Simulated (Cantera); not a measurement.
Cantera run, input and output.

```python
import numpy as np
import cantera as ct

gas = ct.Solution("gri30.yaml")


def delay(T, t_max=10):
    gas.TPX = T, 170000, {'CH4': 1, 'H2': 0.035, 'O2': 1.19, 'N2': 3.32}
    reactor = ct.IdealGasReactor(gas, clone=False)
    net = ct.ReactorNet([reactor])
    net.rtol, net.atol = 1e-8, 1e-16
    while net.time < t_max:
        t_old, T_old = net.time, reactor.T
        net.step()
        if reactor.T > T + 400:  # ignition: a rise of 400 K
            return t_old + (T + 400 - T_old) / (reactor.T - T_old) * (net.time - t_old)
    return np.nan


taus = []
for T in [948, 1023, 1098, 1173, 1248, 1323]:
    taus.append(delay(T))
    print(f"T0 = {T:6g} K   tau = {taus[-1]:.4e} s")
```

Result:

```
T0 =    948 K   tau = 3.9220e-01 s
T0 =   1023 K   tau = 1.6562e-01 s
T0 =   1098 K   tau = 6.7071e-02 s
T0 =   1173 K   tau = 2.6091e-02 s
T0 =   1248 K   tau = 1.0238e-02 s
T0 =   1323 K   tau = 4.1635e-03 s
```

Model: GRI-Mech 3.0 (53 species, 325 reactions), integrated in Cantera. Below about 1000 K GRI-Mech 3.0 lacks low-temperature oxidation paths. Below about 950 K walls govern HO2 and H2O2 in real vessels.
